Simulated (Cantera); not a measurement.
Feed: 1 mol B, 0.86 mol Cl2, equilibrated at 850 K and 3.10 bar.

These are equilibrium values from Cantera (NASA tables, ideal gas, pure condensed phases), not measurements of a reactor. Candidate condensed phases: B; 7 gas species. The numbers say what is thermodynamically allowed, not how fast it happens.

**Question.** What is the equilibrium state?

**Answer.** 
* **x(BCl3)**: 1.00
* **n(B(s))**: 0.427 mol
* **gas amount**: 0.5733 mol
